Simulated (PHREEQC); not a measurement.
A solution holds 0.12 mol/kgw CaCl2, 1.6e-05 mol/kgw CO2 and 0.0012 mol/kgw KCl, at 50 °C. Closed to the air; pH follows from the charge balance.

Equilibrium calculation in PHREEQC: ion-association model, wateq4f.dat.

Each row changes one thing in this solution. No solid was allowed to form.

| case | pH | CO3-2 (mol/kgw) |
|---|---|---|
| as made | 5.48 | 1.68e-10 |
| KCl from 0.0012 to 0.00108 mol/kgw | 5.48 | 1.68e-10 |
| CaCl2 left out | ___ | 7.79e-11 |
| KCl left out | 5.48 | 1.68e-10 |
| temperature from 50 to 30 °C | ___ | 1.29e-10 |
| KCl from 0.0012 to 0.0006 mol/kgw | 5.48 | 1.68e-10 |

### Question
Fill in the missing entries.

### Answer

- CaCl2 left out, pH: 5.58
- temperature from 50 to 30 °C, pH: 5.51

Away from 25 °C the constants follow the database's enthalpies or fits; those with neither stay at their 25 °C values.
